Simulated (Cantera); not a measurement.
An adiabatic, constant-pressure homogeneous reactor starts with CO : H2 : CH4 : O2 : N2 = 1 : 0.057 : 0.074 : 0.805 : 3.03 (molar parts), at 1175 K and 1200 Torr.

Model: GRI-Mech 3.0 (53 species, 325 reactions), integrated in Cantera.

x: mole fraction; the columns are a selection and need not sum to one.

```json
[
 {"t (s)": "7.00e-6", "T (K)": "1175", "x CO": "0.201", "x H2": "0.0115", "x CH4": "0.0149", "x CH2": "<1e-12", "x H": "3.95e-9", "x C2H": "<1e-12", "x H2O2": "2.08e-12"},
 {"t (s)": "2.96e-5", "T (K)": "1175", "x CO": "0.201", "x H2": "0.0115", "x CH4": "0.0149", "x CH2": "<1e-12", "x H": "?", "x C2H": "<1e-12", "x H2O2": "1.10e-10"},
 {"t (s)": "0.000125", "T (K)": "1175", "x CO": "0.201", "x H2": "0.0115", "x CH4": "0.0149", "x CH2": "1.64e-10", "x H": "1.57e-6", "x C2H": "<1e-12", "x H2O2": "2.68e-8"},
 {"t (s)": "0.000528", "T (K)": "2446", "x CO": "?", "x H2": "?", "x CH4": "<1e-12", "x CH2": "<1e-12", "x H": "?", "x C2H": "<1e-12", "x H2O2": "?"},
 {"t (s)": "0.00223", "T (K)": "2640", "x CO": "0.0502", "x H2": "0.00159", "x CH4": "<1e-12", "x CH2": "<1e-12", "x H": "0.00144", "x C2H": "<1e-12", "x H2O2": "9.86e-8"},
 {"t (s)": "0.00942", "T (K)": "2632", "x CO": "0.0499", "x H2": "0.00159", "x CH4": "<1e-12", "x CH2": "<1e-12", "x H": "0.00139", "x C2H": "<1e-12", "x H2O2": "9.44e-8"},
 {"t (s)": "0.0398", "T (K)": "2631", "x CO": "0.0499", "x H2": "0.00159", "x CH4": "<1e-12", "x CH2": "<1e-12", "x H": "0.00138", "x C2H": "<1e-12", "x H2O2": "9.40e-8"},
 {"t (s)": "0.168", "T (K)": "2631", "x CO": "0.0499", "x H2": "0.00159", "x CH4": "<1e-12", "x CH2": "<1e-12", "x H": "0.00138", "x C2H": "<1e-12", "x H2O2": "9.40e-8"},
 {"t (s)": "0.710", "T (K)": "2631", "x CO": "0.0499", "x H2": "0.00159", "x CH4": "<1e-12", "x CH2": "<1e-12", "x H": "0.00138", "x C2H": "<1e-12", "x H2O2": "9.40e-8"},
 {"t (s)": "3.00", "T (K)": "2631", "x CO": "0.0499", "x H2": "0.00159", "x CH4": "<1e-12", "x CH2": "<1e-12", "x H": "0.00138", "x C2H": "<1e-12", "x H2O2": "9.40e-8"}
]
```

Task: What belongs in the gaps?

Result: 
- 2.96e-5, x H: 2.41e-8
- 0.000528, x CO: 0.0705
- 0.000528, x H2: 0.00247
- 0.000528, x H: 0.00367
- 0.000528, x H2O2: 7.74e-8
